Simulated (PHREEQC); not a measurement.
Solution (25 °C): 0.0095 mol HCl, 0.01 mol NiSO4 and 0.00032 mol MnSO4 per kg of water. It is in equilibrium with CO2 at log p = -3.4 (atm). Otherwise closed; pH follows from the charge balance.

Equilibrium calculation in PHREEQC: ion-association model, wateq4f.dat.

Precipitation was switched off in this run.

Question: Order these Mn species by the share of Mn that they hold, largest first: MnCl+, Mn+2, MnSO4.

Answer: Mn+2 (78 %), MnSO4 (21 %), MnCl+ (1.5 %)

The pH is 2.20 and the ionic strength 0.0373 mol/kgw. Complexes and solids missing from the database can't appear.
